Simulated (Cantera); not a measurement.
Input: 1 mol H2O, 13 mol H2, held at 0.100 bar.

Equilibrium computed with Cantera from the NASA thermochemical tables; the gas is ideal and each condensed phase is pure. Candidate condensed phases: H2O; 22 gas species. Ions and electrons are included (thermal ionisation). Kinetics and transport are ignored.

x: gas mole fraction; nothing condenses.

| T (°C) | x H | x H2 | x H2O | x O | x OH | x O2 |
|---|---|---|---|---|---|---|
| 2727 | 0.376 | 0.567 | 0.0436 | 0.00390 | 0.00961 | ___ |
| 3227 | 0.783 | 0.176 | 0.00486 | 0.0259 | 0.00997 | ___ |
| 3727 | 0.930 | 0.0341 | 0.000136 | 0.0333 | 0.00217 | ___ |
| 4227 | 0.958 | 0.00767 | 5.73e-6 | 0.0342 | 0.000501 | ___ |
| 4727 | 0.963 | 0.00224 | 4.30e-7 | 0.0344 | 0.000149 | ___ |

Question: Some entries are withheld; supply them.

Answer: 
- 2727, x O2: 0.000119
- 3227, x O2: 0.000275
- 3727, x O2: 5.02e-5
- 4227, x O2: 9.47e-6
- 4727, x O2: 2.41e-6
